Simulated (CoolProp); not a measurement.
The numbers come from the reference Helmholtz-energy equation of state, Zhou 2011 in CoolProp.

### Question
Give the vapour pressure (kPa), liquid density (kg/m³), vapour density (kg/m³), enthalpy of vaporisation (kJ/kg) of saturated dimethyl carbonate at 344.4, 365.4, 438.6 K.

### Answer
```json
[
 {"T (K)": "344.4", "p (kPa)": "53.4", "liquid density (kg/m³)": "1000", "vapour density (kg/m³)": "1.71", "enthalpy of vaporisation (kJ/kg)": "389"},
 {"T (K)": "365.4", "p (kPa)": "108", "liquid density (kg/m³)": "971", "vapour density (kg/m³)": "3.32", "enthalpy of vaporisation (kJ/kg)": "374"},
 {"T (K)": "438.6", "p (kPa)": "697", "liquid density (kg/m³)": "857", "vapour density (kg/m³)": "19.5", "enthalpy of vaporisation (kJ/kg)": "316"}
]
```
